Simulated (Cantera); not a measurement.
A closed system holds: 1 mol Si3N4, 0.44 mol Si, 1 mol H2, at 0.150 bar.

Cantera equilibrium calculation (NASA polynomials, part measured and part estimated; ideal gas, pure solids and liquids). Candidate condensed phases: Si, Si3N4; 18 gas species. The tables' values for SiN are old estimates; treat these amounts as uncertain. Gases not in the tables: Si2H6 and higher silanes. Rates play no part. All values below are at 2698 K.

Base state: N2 0.551, H2 0.238, Si 0.125, H 0.0711, SiH 0.00471, Si2 0.00435, SiN 0.00274, Si2N 0.00214 (mole fractions); condensed: Si(l).

Q: What changes in the equilibrium state with this change: pressure from 0.150 bar to 1.80 bar?

A: 
```csv
species,before,after
N2,0.551,0.650
H2,0.238,0.312
H,0.0711,0.0235
Si,0.125,0.0104
Si3,0.000701,5.84e-5
Si2,0.00435,0.000363
Si2N,0.00214,0.000672
SiN,0.00274,0.000859
SiH,0.00471,0.00156
"Si(l), mol",2.91,3.39
```
